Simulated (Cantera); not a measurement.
## Nb + O2 + H2 + H2O (tantalum, niobium, vanadium and zirconium in process gases)

Charge: 1 mol Nb, 0.51 mol O2, 2.4 mol H2, 0.029 mol H2O, equilibrated at 1725 °C and 101000 Pa.

Cantera equilibrium calculation (NASA polynomials, part measured and part estimated; ideal gas, pure solids and liquids). Candidate condensed phases: H2O, Nb, NbO, NbO2, Nb2O5; 12 gas species. Mutual solubility and eutectic melting of coexisting phases are not modelled. NbO: taken at fixed stoichiometry. Condensed phases not in the tables: the oxides between NbO2 and Nb2O5. Equilibrium is a limit: real reactors are often held back by kinetics, nucleation or transport.

- x(H2): 0.986
- x(H2O): 0.0119
- x(H): 0.00158
- x(NbO2): 4.03e-6
- x(OH): 1.90e-6
- n(NbO(s)): 0.980 mol
- n(NbO2(s)): 0.0200 mol
- gas amount: 2.431 mol
- log10 activity of Nb(s) (absent): -0.91
